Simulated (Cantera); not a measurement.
**Equilibrium for silicon nitride deposition: Si2Cl6 + N2 + H2**

A closed system holds: 1 mol Si2Cl6, 0.54 mol N2, 0.26 mol H2.

Cantera equilibrium calculation (NASA polynomials, part measured and part estimated; ideal gas, pure solids and liquids). Candidate condensed phases: NH4Cl, Si, Si3N4; 28 gas species. The feed counts by its element totals alone. N2 is the only nitrogen source here; it is nearly inert below about 1500 K, so the nitride shown seldom forms there in practice. The tables' values for SiCl3 are old estimates. Equilibrium is a limit: real reactors are often held back by kinetics, nucleation or transport.

### Question
Map the stable condensed phases over T = 725, 825, 925, 1025, 1125, 1225, 1325, 1425, 1525, 1625, 1725, 1825 °C and P in Pa = 5, 17, 59, 210, 710, 2400, 8400, 29000, 100000.

### Answer
```
T in °C \ P in Pa
              5     17     59    210    710   2400   8400  29000 100000
   1825       A      A      A      A      A      A      A      A      A
   1725       A      A      A      A      A      A      A      A      A
   1625       A      A      A      A      A      A      A      A      A
   1525       A      A      A      A      A      A      A      A      A
   1425       A      A      A      A      A      A      A      A      B
   1325       A      A      A      A      A      A      A      B      B
   1225       A      A      A      A      A      B      B      B      B
   1125       A      A      A      A      B      B      B      B      B
   1025       A      A      B      B      B      B      B      B      B
    925       B      B      B      B      B      B      B      B      B
    825       B      B      B      B      B      B      B      B      B
    725       B      B      B      B      B      B      B      B      B
```
A: gas only; B: Si3N4.
